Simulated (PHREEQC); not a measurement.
Solution (25 °C): 0.25 mol/kgw NH4Cl, 8.8e-05 mol/kgw K2HPO4 and 0.001 mol/kgw NaCl. Closed to the air; pH follows from the charge balance.

Model: ion-association model, wateq4f.dat, run in PHREEQC.

Precipitation was switched off in this run.

### Question
Predict the pH.

### Answer
pH 5.88.

### Question
In which forms is P present?

### Answer
H2PO4- 89 %, HPO4-2 11 % of the P.

H3PO4, which wateq4f.dat lacks, is added to it with the constant of phreeqc.dat.
